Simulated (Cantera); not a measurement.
Charge: 1 mol AlN, 0.2 mol H2O, held at 3.90 mbar.

Equilibrium computed with Cantera from the NASA thermochemical tables; the gas is ideal and each condensed phase is pure. Candidate condensed phases: Al, AlN, Al2O3, H2O; 35 gas species. Mutual solubility and eutectic melting of coexisting phases are not modelled. Equilibrium is a limit: real reactors are often held back by kinetics, nucleation or transport. All values below are at 1023 K.

Base state: H2 0.750, N2 0.250 (mole fractions); condensed: AlN(s) + Al2O3(s).

What changes in the equilibrium state with this change: AlN replaced by Si3N4?


| species | before | after |
|---|---|---|
| H2 | 0.750 | 0.750 |
| N2 | 0.250 | 0.250 |
| AlN(s), mol | 0.867 | 0 |
| Al2O3(s), mol | 0.0667 | 0 |
| Si2N2O(s), mol | 0 | 0.200 |
| Si3N4(s), mol | 0 | 0.867 |
Further candidate phases: Si, SiO2, Si2N2O, Si3N4.
